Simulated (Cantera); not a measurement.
Charge: 1 mol BN, 9 mol H₂O, 4.4 mol N₂, equilibrated at 2.40 Pa.

These are equilibrium values from Cantera (NASA tables, ideal gas, pure condensed phases), not measurements of a reactor. Candidate condensed phases: B, BN, B₂O₃, B₃O₃H₃, H₂O; 39 gas species. Rates play no part.

### Question
What share of the B ends up in condensed phases as a function of T (K), at 800, 875, 950, 1025, 1100, 1175, 1250, 1325, 1400?

### Answer
```csv
T (K),B condensed (%),as
800,99.2,B₂O₃(l)
875,99.3,B₂O₃(l)
950,97.9,B₂O₃(l)
1025,90.7,B₂O₃(l)
1100,63.7,B₂O₃(l)
1175,0.0,-
1250,0.0,-
1325,0.0,-
1400,0.0,-
```
